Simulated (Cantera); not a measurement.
A perfectly stirred reactor is fed with H2 : O2 : N2 : H2O = 0.67 : 1 : 0.95 : 0.0035 (molar parts), at 100.0 Torr; it is held at 1100 K, and followed from long to short residence time.

Detailed kinetics in Cantera: the H2/O2 subset of GRI-Mech 3.0, which has no nitrogen chemistry. The temperature is held fixed by assumption; the heat of reaction is taken as removed at once.

Predict: x(H2) at τ = 7.90 s; x(O2) at τ = 7.90 s; x(H2O) at τ = 7.90 s; x(H) at τ = 7.90 s; x(HO2) at τ = 7.90 s; x(H2) at τ = 33.0 ms; x(O2) at τ = 33.0 ms; x(H2O) at τ = 33.0 ms; x(H) at τ = 33.0 ms; x(HO2) at τ = 33.0 ms.


```
Item                      Value
---------------------  --------
x(H2) at τ = 7.90 s    0.000119
x(O2) at τ = 7.90 s       0.291
x(H2O) at τ = 7.90 s      0.294
x(H) at τ = 7.90 s      1.54e-6
x(HO2) at τ = 7.90 s    3.90e-6
x(H2) at τ = 33.0 ms    0.00393
x(O2) at τ = 33.0 ms      0.291
x(H2O) at τ = 33.0 ms     0.289
x(H) at τ = 33.0 ms    0.000369
x(HO2) at τ = 33.0 ms   4.29e-5
```
